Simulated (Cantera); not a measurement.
Feed: 1 mol HgO, a varied amount of H2, equilibrated at 790000 Pa.

Equilibrium computed with Cantera from the NASA thermochemical tables; the gas is ideal and each condensed phase is pure. Candidate condensed phases: H2O, Hg, HgO; 10 gas species. Equilibrium is a limit: real reactors are often held back by kinetics, nucleation or transport.

Question: What condenses at these points (T in K, n(H2) in mol): (848, 8.1); (1523, 0.92); (773, 0.27); (698, 1.6); (1298, 4.8); (548, 0.92); (1073, 2.9)?

Answer: 
| T (K) | n(H2) in mol | condensed phases | Hg condensed (%) |
|---|---|---|---|
| 848 | 8.1 | gas only | 0.0 |
| 1523 | 0.92 | gas only | 0.0 |
| 773 | 0.27 | HgO | 69.1 |
| 698 | 1.6 | Hg | 1.8 |
| 1298 | 4.8 | gas only | 0.0 |
| 548 | 0.92 | Hg + HgO | 97.8 |
| 1073 | 2.9 | gas only | 0.0 |
